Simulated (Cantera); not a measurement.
Feed: 1 mol AlN, 1 mol I₂, 0.019 mol O₂, equilibrated at 1250 K and 6.30 bar.

Cantera equilibrium calculation (NASA polynomials, part measured and part estimated; ideal gas, pure solids and liquids). Mutual solubility and eutectic melting of coexisting phases are not modelled. The numbers say what is thermodynamically allowed, not how fast it happens.

```
species         before    after
-------------  -------  -------
AlI₃             0.613    0.611
N₂               0.322    0.320
I               0.0267   0.0343
I₂              0.0356   0.0331
Al₂I₆          0.00285  0.00205
AlN(s), mol      0.341    0.342
Al₂O₃(s), mol   0.0127   0.0127
```
Gas species are given as mole fractions.

Question: Name the change that produced these shifts.
(A) temperature from 1250 K to 1148.15 K
(B) O₂ from 0.019 to 1.1 mol
(C) O₂ from 0.019 to 1.8 mol
(D) temperature from 1250 K to 1300 K

Answer: D, temperature from 1250 K to 1300 K
